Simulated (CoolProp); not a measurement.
A single-stage vapour-compression cycle with the fluid: evaporating at 255.15 K (dew point), condensing at 308.15 K (bubble point), superheat 0 K, subcooling 2 K, compressor efficiency 0.7, no pressure losses. The same conditions are run with several fluids, on thermodynamics alone (safety and materials aside).

The numbers come from the reference Helmholtz-energy equation of state of each fluid (cis-2-butene: Lemmon 2005; R410A: Lemmon 2003; R236EA: Rui 2013; R245fa: Akasaka 2015; R1132(E): Akasaka 2024; n-perfluoropentane: Gao 2022) in CoolProp. Blends and air are pseudo-pure fits.

```json
[
 {"fluid": "cis-2-butene", "cooling COP": "(withheld)", "pressure ratio": "7.16", "discharge temperature (K)": "339.2", "refrigerating effect (kJ/kg)": "323", "volumetric capacity (kJ/m³)": "356"},
 {"fluid": "R410A", "cooling COP": "(withheld)", "pressure ratio": "4.98", "discharge temperature (K)": "349.7", "refrigerating effect (kJ/kg)": "161", "volumetric capacity (kJ/m³)": "2680"},
 {"fluid": "R236EA", "cooling COP": "2.60", "pressure ratio": "8.54", "discharge temperature (K)": "313.4", "refrigerating effect (kJ/kg)": "114", "volumetric capacity (kJ/m³)": "281"},
 {"fluid": "R245fa", "cooling COP": "2.73", "pressure ratio": "9.70", "discharge temperature (K)": "323.7", "refrigerating effect (kJ/kg)": "148", "volumetric capacity (kJ/m³)": "208"},
 {"fluid": "R1132(E)", "cooling COP": "2.51", "pressure ratio": "4.77", "discharge temperature (K)": "(withheld)", "refrigerating effect (kJ/kg)": "181", "volumetric capacity (kJ/m³)": "2690"},
 {"fluid": "n-perfluoropentane", "cooling COP": "2.20", "pressure ratio": "10.4", "discharge temperature (K)": "308.1", "refrigerating effect (kJ/kg)": "51.6", "volumetric capacity (kJ/m³)": "84.7"}
]
```

What belongs in the gaps?


- cis-2-butene, cooling COP: 2.83
- R410A, cooling COP: 2.49
- R1132(E), discharge temperature (K): 347.4

The compression ends wet for: n-perfluoropentane.
